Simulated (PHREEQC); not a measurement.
## Acid rinse or clean

A solution holds 23 mmol/kgw HNO3, 1.76 mmol/kgw ZnSO4 and 0.29 mmol/kgw MgCl2, at 75 °C. Closed to the air; pH follows from the charge balance.

Computed with PHREEQC (ion-association model, phreeqc.dat).

```json
{
 "pH": "1.73",
 "ionic_strength": "0.0279 mol/kgw",
 "specific_conductance": "20000 µS/cm",
 "total_alkalinity": "-23.0 meq/kg"
}
```

```
species     molality  activity   log γ
----------  --------  --------  ------
NO3-          0.0230    0.0191  -0.081
H+            0.0216    0.0187  -0.063
Zn+2         0.00170  0.000864  -0.294
HSO4-        0.00135   0.00113  -0.076
Cl-         0.000571  0.000478  -0.078
SO4-2       0.000345  0.000175  -0.296
Mg+2        0.000273  0.000142  -0.282
ZnSO4        4.89e-5   4.92e-5   0.003
MgSO4        1.74e-5   1.75e-5   0.003
ZnCl+        8.76e-6   7.34e-6  -0.077
Zn(SO4)2-2   1.01e-7   5.02e-8  -0.304
ZnCl2        4.33e-9   4.36e-9   0.003
```

Precipitation was switched off in this run. At this temperature some constants are extrapolated from 25 °C, and those without enthalpy data are left unchanged.
